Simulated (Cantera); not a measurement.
Charge: 1 mol Si3N4, a varied amount of F2, 44 mol N2, at 0.000190 bar.

Equilibrium computed with Cantera from the NASA thermochemical tables; the gas is ideal and each condensed phase is pure. Candidate condensed phases: Si, Si3N4; 16 gas species. The tables' values for SiF2, SiF3 are old estimates. The numbers say what is thermodynamically allowed, not how fast it happens.

Stable condensed phases, one row left out:

```
T in °C \ n(F2) in mol
         1.5 2.1 2.7 3.3 3.9 4.5   5 5.6 6.2
   1450    A   A   A   B   B   B   B   B   B
   1350    A   A   A   A   B   B   B   B   B
   1250    C   C   C   C   C   B   B   B   B
   1150    C   C   C   C   C   C   C   B   B
    950    C   C   C   C   C   C   C   C   B
    850    C   C   C   C   C   C   C   C   B
    750    C   C   C   C   C   C   C   C   B
    650    C   C   C   C   C   C   C   C   B
    550    C   C   C   C   C   C   C   C   B
    450    C   C   C   C   C   C   C   C   B
```

A: Si; B: gas only; C: Si3N4.

Task: Give the row for 1050 °C.

Result: 1.5: Si3N4; 2.1: Si3N4; 2.7: Si3N4; 3.3: Si3N4; 3.9: Si3N4; 4.5: Si3N4; 5: Si3N4; 5.6: Si3N4; 6.2: gas only.
